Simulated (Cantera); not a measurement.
Cantera run, input and output.

```python
import numpy as np
import cantera as ct

gas = ct.Solution("gri30.yaml")
gas.TPX = 1250, 2400000, {'H2': 1, 'O2': 0.794, 'N2': 2.54}
reactor = ct.IdealGasReactor(gas, energy="on", clone=False)
net = ct.ReactorNet([reactor])
net.rtol, net.atol = 1e-08, 1e-16
show = ['H2', 'O2', 'H2O', 'H', 'NO', 'N2O', 'H2O2']
times = np.geomspace(1e-05, 7, 10)

steps = ct.SolutionArray(gas, extra=["t"])
rows = []
print(f"{'t/s':>10s}{'T/K':>9s}{'P/Pa':>11s}" + "".join(f"{s:>11s}" for s in show))
for t in times:
    while net.time < t:
        t_next = net.step()
        steps.append(gas.state, t=t_next)
    rows.append([np.interp(t, steps.t, y) for y in (steps.T, steps.P, *steps(*show).X.T)])
    print(f"{t:10.3e}{rows[-1][0]:9.1f}{rows[-1][1]:11.4g}" + "".join(f"{x:11.3e}" for x in rows[-1][2:]))
rate = np.gradient(steps.T, steps.t)
print("integrator steps:", len(steps.t))
if steps.T.max() > steps.T[0] + 200:
    print(f"time of steepest temperature rise: {steps.t[rate.argmax()]:.4e} s")
gas.TPX = 1250, 2400000, {'H2': 1, 'O2': 0.794, 'N2': 2.54}
gas.equilibrate("UV")
print(f"equilibrium (UV): T = {gas.T:.1f} K  " + "  ".join(f"{s} {gas[s].X[0]:.3e}" for s in show))
```

Result:

```
       t/s      T/K       P/Pa         H2         O2        H2O          H         NO        N2O       H2O2
 1.000e-05   1250.1    2.4e+06  2.307e-01  1.832e-01  5.406e-06  4.616e-08  6.220e-16  1.697e-11  1.384e-06
 4.461e-05   1283.7  2.459e+06  2.272e-01  1.810e-01  3.265e-03  1.496e-05  3.296e-11  3.628e-09  5.382e-04
 1.990e-04   2981.3  5.122e+06  5.778e-03  6.058e-02  2.404e-01  1.594e-03  2.233e-02  8.269e-06  7.130e-06
 8.879e-04   2980.7   5.12e+06  5.774e-03  6.041e-02  2.405e-01  1.591e-03  2.268e-02  8.294e-06  7.114e-06
 3.961e-03   2980.7   5.12e+06  5.774e-03  6.041e-02  2.405e-01  1.591e-03  2.268e-02  8.294e-06  7.114e-06
 1.767e-02   2980.7   5.12e+06  5.774e-03  6.041e-02  2.405e-01  1.591e-03  2.268e-02  8.294e-06  7.114e-06
 7.884e-02   2980.7   5.12e+06  5.774e-03  6.041e-02  2.405e-01  1.591e-03  2.268e-02  8.294e-06  7.114e-06
 3.517e-01   2980.7   5.12e+06  5.774e-03  6.041e-02  2.405e-01  1.591e-03  2.268e-02  8.294e-06  7.114e-06
 1.569e+00   2980.7   5.12e+06  5.774e-03  6.041e-02  2.405e-01  1.591e-03  2.268e-02  8.294e-06  7.114e-06
 7.000e+00   2980.7   5.12e+06  5.774e-03  6.041e-02  2.405e-01  1.591e-03  2.268e-02  8.294e-06  7.114e-06
integrator steps: 1432
time of steepest temperature rise: 4.9100e-05 s
equilibrium (UV): T = 2980.7 K  H2 5.774e-03  O2 6.041e-02  H2O 2.405e-01  H 1.591e-03  NO 2.268e-02  N2O 8.294e-06  H2O2 7.114e-06
```

Computed with Cantera and GRI-Mech 3.0 (53 species, 325 reactions). The hydrogen kinetics of GRI-Mech 3.0 are dated; newer H2 mechanisms differ, most at raised pressure. The pressure lies above the range GRI-Mech 3.0 was tuned for (to about 10 atm).
